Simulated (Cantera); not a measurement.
Cantera run, input and output.

```python
import numpy as np
import cantera as ct

gas = ct.Solution("gri30.yaml")
gas.TPX = 1025, 20000, {'CH4': 1, 'H2': 1.2, 'O2': 2.6, 'N2': 9.78}
reactor = ct.IdealGasConstPressureReactor(gas, energy="on", clone=False)
net = ct.ReactorNet([reactor])
net.rtol, net.atol = 1e-08, 1e-16
show = ['CH4', 'H2', 'O2', 'CO2', 'C2H2', 'CH2O']
times = np.geomspace(2e-06, 9, 15)

steps = ct.SolutionArray(gas, extra=["t"])
rows = []
print(f"{'t/s':>10s}{'T/K':>9s}{'P/Pa':>11s}" + "".join(f"{s:>11s}" for s in show))
for t in times:
    while net.time < t:
        t_next = net.step()
        steps.append(gas.state, t=t_next)
    rows.append([np.interp(t, steps.t, y) for y in (steps.T, steps.P, *steps(*show).X.T)])
    print(f"{t:10.3e}{rows[-1][0]:9.1f}{rows[-1][1]:11.4g}" + "".join(f"{x:11.3e}" for x in rows[-1][2:]))
rate = np.gradient(steps.T, steps.t)
print("integrator steps:", len(steps.t))
if steps.T.max() > steps.T[0] + 200:
    print(f"time of steepest temperature rise: {steps.t[rate.argmax()]:.4e} s")
gas.TPX = 1025, 20000, {'CH4': 1, 'H2': 1.2, 'O2': 2.6, 'N2': 9.78}
gas.equilibrate("HP")
print(f"equilibrium (HP): T = {gas.T:.1f} K  " + "  ".join(f"{s} {gas[s].X[0]:.3e}" for s in show))
```

Result:

```
       t/s      T/K       P/Pa        CH4         H2         O2        CO2       C2H2       CH2O
 2.000e-06   1025.0      2e+04  6.859e-02  8.230e-02  1.783e-01  3.473e-24  8.628e-37  2.257e-16
 5.974e-06   1025.0      2e+04  6.859e-02  8.230e-02  1.783e-01  2.458e-22  1.887e-34  2.213e-15
 1.784e-05   1025.0      2e+04  6.859e-02  8.230e-02  1.783e-01  1.380e-20  5.853e-32  2.564e-14
 5.330e-05   1025.0      2e+04  6.859e-02  8.230e-02  1.783e-01  5.942e-19  2.537e-29  3.583e-13
 1.592e-04   1025.0      2e+04  6.859e-02  8.230e-02  1.783e-01  1.929e-17  1.023e-26  5.206e-12
 4.755e-04   1025.0      2e+04  6.859e-02  8.230e-02  1.783e-01  9.349e-16  4.096e-24  8.116e-11
 1.420e-03   1025.0      2e+04  6.859e-02  8.230e-02  1.783e-01  6.030e-13  4.072e-20  3.319e-09
 4.243e-03   1027.5      2e+04  6.816e-02  8.207e-02  1.780e-01  9.684e-07  2.101e-10  5.178e-05
 1.267e-02   1304.6      2e+04  4.311e-02  7.763e-02  1.472e-01  5.101e-04  2.327e-05  1.822e-03
 3.785e-02   2496.8      2e+04  1.083e-16  1.917e-02  1.710e-02  4.252e-02  3.194e-20  4.070e-11
 1.131e-01   2493.1      2e+04  1.137e-16  1.935e-02  1.618e-02  4.242e-02  3.305e-20  4.128e-11
 3.377e-01   2492.9      2e+04  1.139e-16  1.935e-02  1.614e-02  4.241e-02  3.310e-20  4.130e-11
 1.009e+00   2492.9      2e+04  1.139e-16  1.935e-02  1.614e-02  4.241e-02  3.310e-20  4.130e-11
 3.013e+00   2492.9      2e+04  1.139e-16  1.935e-02  1.614e-02  4.241e-02  3.310e-20  4.130e-11
 9.000e+00   2492.9      2e+04  1.139e-16  1.935e-02  1.614e-02  4.241e-02  3.310e-20  4.130e-11
integrator steps: 2026
time of steepest temperature rise: 1.2995e-02 s
equilibrium (HP): T = 2492.9 K  CH4 1.503e-16  H2 1.935e-02  O2 1.614e-02  CO2 4.241e-02  C2H2 3.575e-20  CH2O 4.130e-11
```

Computed with Cantera and GRI-Mech 3.0 (53 species, 325 reactions).
